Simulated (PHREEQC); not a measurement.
# Alkaline etch or developer

Solution (40 °C): 0.0017 mol/kgw KOH, 0.099 mol/kgw NaAlO2 and 0.00058 mol/kgw (CH3)4NCl. Closed to the air; pH follows from the charge balance.

The numbers come from PHREEQC with the ion-association model, wateq4f.dat.

| Quantity | Value |
|---|---|
| pH | 10.65 |
| ionic strength | 0.101 mol/kgw |
| total alkalinity | 398 meq/kg |

```csv
species,molality,activity,log γ
Al(OH)4-,0.0990,0.0763,-0.113
Na+,0.0990,0.0769,-0.110
OH-,0.00170,0.00128,-0.122
K+,0.00170,0.00129,-0.120
Cl-,0.000580,0.000440,-0.120
(CH3)4N+,0.000580,0.000443,-0.117
Al(OH)3,6.77e-7,6.93e-7,0.010
```

No solid was allowed to form. The solution is supersaturated, for example in Boehmite (slow to form), Gibbsite (slow to form), so a real one may precipitate; this is no full list. Species that the database lacks are ignored. (CH3)4N+ isn't in the database: it is added as a free cation with an ion size of 4 Å. At this temperature some constants are extrapolated from 25 °C, and those without enthalpy data are left unchanged.
